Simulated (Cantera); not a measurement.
A freely propagating, adiabatic, planar premixed flame of 28.9 % H2, 12.1 % O2, 59.0 % N2, equivalence ratio 1.2, unburnt at 600 K and 5.00 bar; mixture-averaged transport, grid criteria slope 0.08 and curve 0.16, no radiation.

Detailed kinetics in Cantera: the H2/O2 subset of GRI-Mech 3.0, which has no nitrogen chemistry. The hydrogen kinetics of GRI-Mech 3.0 are dated; newer H2 mechanisms differ, most at raised pressure. Burning velocities carry a grid error of a few per cent, more on coarse grids.

Predict: laminar burning velocity; thermal thickness; peak x(H2O2); peak x(O); peak x(OH).


```json
{
  "laminar_burning_velocity": "618 cm/s",
  "thermal_thickness": "0.0616 mm",
  "peak x(H2O2)": "6.09e-5",
  "peak x(O)": "0.00513",
  "peak x(OH)": "0.0109"
}
```
